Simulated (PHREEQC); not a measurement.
## Acid mine or pickling water: an equilibrium model

Model water analysis in mmol/kgw, 16 °C, pH 3.1, pe 11.1: Na 13.9; K 2.12; Ca 4.23; Mg 2.29; Cl 10.6; S(6) 10.2; Pb 0.373; Mn(2) 0.209; Zn 0.169.

Na is adjusted to close the charge balance.
Valence states are taken as typed.

Computed with PHREEQC (ion-association model, phreeqc.dat).

This is a speciation only: nothing precipitates in the calculation.

Problem. Predict the ionic strength, specific conductance.

Solution. ionic strength 0.0396 mol/kgw; specific conductance 2540 µS/cm.

Problem. In which forms is Na present?

Solution. Na+ 98 %, NaSO4- 1.8 % of the Na.

Examples of supersaturated solids here: Anglesite. Others may be too. Complexes and solids missing from the database can't appear.
